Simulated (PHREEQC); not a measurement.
Dissolve 0.018 mol/kgw Na2SeO4 and 0.0006 mol/kgw HCl at 20 °C. Closed to the air; pH follows from the charge balance.

Model: ion-association model, wateq4f.dat, run in PHREEQC.

```csv
quantity,before,after
pH,3.42,5.24
HSeO4- (mol/kgw),0.000149,3.84e-8
SI of Halite (NaCl),-6.41,-10.26
```

### Question
Which change was made?
A) 0.0007 mol/kgw K3PO4 added
B) diluted 100-fold with water
C) diluted 5-fold with water
D) Na2SeO4 from 0.018 to 0.0036 mol/kgw

### Answer
B, diluted 100-fold with water

This is a speciation only: nothing precipitates in the calculation.
